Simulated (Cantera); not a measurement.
An isothermal, constant-pressure homogeneous reactor starts with 0.171 % CO, 0.919 % O₂, 4.17 % H₂O, 94.7 % N₂, equivalence ratio 0.093, at 1400 K and 0.533 atm.

Detailed kinetics in Cantera: GRI-Mech 3.0 (53 species, 325 reactions).

x: mole fraction; the columns are a selection and need not sum to one.

| t (s) | x CO | x O₂ | x H₂O | x CO₂ | x O | x NO | x H |
|---|---|---|---|---|---|---|---|
| 3.00e-5 | 0.00171 | 0.00919 | 0.0417 | 1.98e-10 | 1.61e-10 | <1e-12 | 8.55e-12 |
| 8.22e-5 | 0.00171 | 0.00919 | 0.0417 | 6.06e-10 | 3.57e-10 | <1e-12 | 5.03e-11 |
| 0.000225 | 0.00171 | 0.00919 | 0.0417 | 2.35e-9 | 7.43e-10 | <1e-12 | 2.57e-10 |
| 0.000616 | 0.00171 | 0.00919 | 0.0417 | 1.55e-8 | ___ | <1e-12 | 1.42e-9 |
| 0.00169 | 0.00171 | 0.00919 | 0.0417 | 3.19e-7 | ___ | <1e-12 | 2.12e-8 |
| 0.00462 | 0.00154 | 0.00910 | 0.0416 | 0.000161 | ___ | 4.46e-11 | 1.32e-5 |
| 0.0127 | 6.58e-5 | 0.00837 | 0.0414 | 0.00164 | ___ | 3.95e-8 | 3.64e-5 |
| 0.0346 | 3.30e-6 | 0.00833 | 0.0417 | 0.00170 | ___ | 5.23e-8 | 1.37e-6 |
| 0.0949 | 3.89e-7 | 0.00834 | 0.0417 | 0.00171 | ___ | 5.52e-8 | 1.09e-7 |
| 0.260 | 8.50e-8 | 0.00834 | 0.0417 | 0.00171 | ___ | 5.65e-8 | 1.68e-8 |
| 0.711 | 3.30e-8 | 0.00834 | 0.0417 | 0.00171 | ___ | 5.70e-8 | 5.01e-9 |
| 1.95 | 2.53e-8 | 0.00834 | 0.0417 | 0.00171 | 1.19e-7 | 5.73e-8 | 3.57e-9 |
| 5.33 | 2.51e-8 | 0.00834 | 0.0417 | 0.00171 | 1.18e-7 | 5.82e-8 | 3.54e-9 |
| 14.6 | 2.51e-8 | 0.00834 | 0.0417 | 0.00171 | 1.18e-7 | 6.06e-8 | 3.54e-9 |
| 40.0 | 2.51e-8 | 0.00834 | 0.0417 | 0.00171 | 1.18e-7 | 6.70e-8 | 3.54e-9 |

### Question
What belongs in the gaps?

### Answer

- 0.000616, x O: 2.38e-9
- 0.00169, x O: 3.02e-8
- 0.00462, x O: 2.12e-5
- 0.0127, x O: 5.60e-5
- 0.0346, x O: 6.27e-6
- 0.0949, x O: 1.18e-6
- 0.260, x O: 3.39e-7
- 0.711, x O: 1.50e-7
